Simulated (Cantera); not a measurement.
## V₂O₃ + H₂ + N₂ (hydrogen reduction and annealing atmospheres)

Charge: 1 mol V₂O₃, 18 mol H₂, 2.2 mol N₂, at 1 atm.

Method: chemical equilibrium by Gibbs-energy minimisation in Cantera with the NASA 1993 tables (ideal gas, pure condensed phases). Candidate condensed phases: H₂O, V, VN, VO, V₂O₃, V₂O₄, V₂O₅; 28 gas species. Mutual solubility and eutectic melting of coexisting phases are not modelled. VO: taken at fixed stoichiometry. Condensed phases not in the tables: the oxides between V₂O₃ and V₂O₅ other than VO₂. The numbers say what is thermodynamically allowed, not how fast it happens.

| T (°C) | x H₂ | x N₂ | x H₂O | x H | x VO₂ | x OH | x VO | x NH₃ | n VO(s) | n V₂O₃(s) | n VO(l) |
|---|---|---|---|---|---|---|---|---|---|---|---|
| 1527 | 0.878 | 0.109 | 0.0128 | 0.000333 | 4.16e-7 | 3.22e-7 | 6.01e-8 | 8.03e-6 | 0.519 | 0.741 | 0 |
| 1577 | 0.875 | 0.109 | 0.0154 | 0.000501 | 1.06e-6 | 6.53e-7 | 1.54e-7 | 7.22e-6 | 0.624 | 0.688 | 0 |
| 1627 | 0.872 | 0.109 | 0.0184 | 0.000736 | 2.56e-6 | 1.27e-6 | 3.74e-7 | 6.53e-6 | 0.743 | 0.629 | 0 |
| 1677 | 0.868 | 0.109 | 0.0217 | 0.00106 | 5.90e-6 | 2.40e-6 | 8.66e-7 | 5.92e-6 | 0.875 | 0.562 | 0 |
| 1727 | 0.864 | 0.109 | 0.0253 | 0.00150 | 1.30e-5 | 4.39e-6 | 1.92e-6 | 5.40e-6 | 1.02 | 0.488 | 0 |
| 1777 | 0.860 | 0.109 | 0.0293 | 0.00209 | 2.75e-5 | 7.78e-6 | 4.07e-6 | 4.93e-6 | 1.19 | 0.407 | 0 |
| 1827 | 0.851 | 0.109 | 0.0374 | 0.00286 | 5.92e-5 | 1.50e-5 | 7.87e-6 | 4.49e-6 | 0 | 0.241 | 1.52 |
| 1877 | 0.838 | 0.109 | 0.0488 | 0.00384 | 0.000125 | 2.89e-5 | 1.44e-5 | 4.08e-6 | 0 | 0.00825 | 1.98 |
x: gas mole fraction; n: condensed amount in mol.

From 1527 °C to 1777 °C the condensed part is VO(s) + V₂O₃(s). From 1827 °C to 1877 °C the condensed part is VO(l) + V₂O₃(s). The main V-bearing gas is VO₂ throughout.
